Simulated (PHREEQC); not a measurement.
MgCl2 is added in steps, without added water, to 1 kg of water holding 0.0018 mol/kgw ZnSO4, 3.4e-05 mol/kgw NiCl2, 0.053 mol/kgw H2SO4 and 0.00012 mol/kgw Na2SO4, at 25 °C. Oxygen alone is held at its pressure in air (log pO2 = -0.68). No CO2 enters from the air. Only these solids could form: Brucite, Zn(OH)2-e, Zn4(OH)6SO4, Zn5(OH)8Cl2, Ni(OH)2, Ni4(OH)6SO4, Halite, Mirabilite, Epsomite, Goslarite, Morenosite.

Base run: PHREEQC, ion-association model, wateq4f.dat. Each further column changes one thing. The table gives pH.

| MgCl2 added (mol) | base | Debye-Hückel limiting law | all activity coefficients set to 1 | Davies equation for every ion |
|---|---|---|---|---|
| 0 | 1.26 | 1.30 | 1.22 | 1.28 |
| 0.004583 | 1.25 | 1.30 | … | 1.27 |
| 0.01146 | 1.24 | 1.31 | … | 1.27 |
| 0.01604 | 1.24 | 1.31 | 1.17 | 1.26 |
| 0.02292 | 1.23 | 1.31 | … | 1.26 |
| 0.0275 | 1.23 | 1.32 | 1.14 | 1.26 |
| 0.03208 | 1.23 | 1.32 | 1.14 | 1.26 |
| 0.03896 | 1.23 | 1.33 | 1.12 | 1.25 |
| 0.04354 | 1.22 | 1.33 | 1.12 | 1.25 |
| 0.05042 | 1.22 | 1.34 | … | 1.25 |
| 0.055 | 1.22 | 1.34 | … | 1.25 |

**Question.** Complete the blanks.

**Answer.** 
- 0.004583, all activity coefficients set to 1: 1.20
- 0.01146, all activity coefficients set to 1: 1.18
- 0.02292, all activity coefficients set to 1: 1.15
- 0.05042, all activity coefficients set to 1: 1.11
- 0.055, all activity coefficients set to 1: 1.10
